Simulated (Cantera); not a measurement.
Input (Python, Cantera):

```python
import numpy as np
import cantera as ct

gas = ct.Solution("gri30.yaml")
gas.TPX = 1123, 500000, {'CO': 0.022, 'O2': 0.0036, 'H2O': 0.012, 'N2': 1}
reactor = ct.IdealGasConstPressureReactor(gas, energy="off", clone=False)
net = ct.ReactorNet([reactor])
net.rtol, net.atol = 1e-08, 1e-18
show = ['CO', 'O2', 'H2O', 'OH', 'N2O', 'H2O2']
times = np.geomspace(0.0002, 1, 13)

steps = ct.SolutionArray(gas, extra=["t"])
rows = []
print(f"{'t/s':>10s}{'T/K':>9s}{'P/Pa':>11s}" + "".join(f"{s:>11s}" for s in show))
for t in times:
    while net.time < t:
        t_next = net.step()
        steps.append(gas.state, t=t_next)
    rows.append([np.interp(t, steps.t, y) for y in (steps.T, steps.P, *steps(*show).X.T)])
    print(f"{t:10.3e}{rows[-1][0]:9.1f}{rows[-1][1]:11.4g}" + "".join(f"{x:11.3e}" for x in rows[-1][2:]))
rate = np.gradient(steps.T, steps.t)
print("integrator steps:", len(steps.t))
if steps.T.max() > steps.T[0] + 200:
    print(f"time of steepest temperature rise: {steps.t[rate.argmax()]:.4e} s")
gas.TPX = 1123, 500000, {'CO': 0.022, 'O2': 0.0036, 'H2O': 0.012, 'N2': 1}
gas.equilibrate("TP")
print(f"equilibrium (TP): T = {gas.T:.1f} K  " + "  ".join(f"{s} {gas[s].X[0]:.3e}" for s in show))
```

It prints:

```
       t/s      T/K       P/Pa         CO         O2        H2O         OH        N2O       H2O2
 2.000e-04   1123.0      5e+05  2.120e-02  3.470e-03  1.157e-02  4.697e-11  4.129e-13  8.597e-14
 4.067e-04   1123.0      5e+05  2.120e-02  3.470e-03  1.157e-02  1.151e-10  1.482e-12  6.096e-13
 8.270e-04   1123.0      5e+05  2.120e-02  3.470e-03  1.157e-02  3.999e-10  6.326e-12  4.497e-12
 1.682e-03   1123.0      5e+05  2.120e-02  3.469e-03  1.157e-02  3.180e-09  5.384e-11  1.191e-10
 3.420e-03   1123.0      5e+05  2.118e-02  3.455e-03  1.156e-02  1.255e-07  2.211e-09  8.005e-08
 6.955e-03   1123.0      5e+05  2.076e-02  3.263e-03  1.152e-02  4.068e-07  3.287e-08  3.784e-07
 1.414e-02   1123.0      5e+05  1.967e-02  2.757e-03  1.145e-02  5.091e-07  1.054e-07  3.731e-07
 2.876e-02   1123.0      5e+05  1.716e-02  1.563e-03  1.132e-02  7.012e-07  2.394e-07  2.021e-07
 5.848e-02   1123.0      5e+05  1.320e-02  1.136e-05  1.047e-02  1.567e-07  1.265e-07  1.605e-10
 1.189e-01   1123.0      5e+05  1.273e-02  6.483e-07  1.002e-02  2.319e-08  5.886e-08  7.692e-12
 2.418e-01   1123.0      5e+05  1.252e-02  1.232e-07  9.808e-03  7.753e-09  3.761e-08  1.065e-12
 4.918e-01   1123.0      5e+05  1.236e-02  3.040e-08  9.655e-03  3.152e-09  2.522e-08  1.694e-13
 1.000e+00   1123.0      5e+05  1.223e-02  8.228e-09  9.526e-03  1.400e-09  1.633e-08  2.773e-14
integrator steps: 1554
equilibrium (TP): T = 1123.0 K  CO 9.425e-03  O2 2.023e-18  H2O 6.717e-03  OH 9.480e-12  N2O 6.596e-17  H2O2 2.452e-19
```

Model: GRI-Mech 3.0 (53 species, 325 reactions), integrated in Cantera.
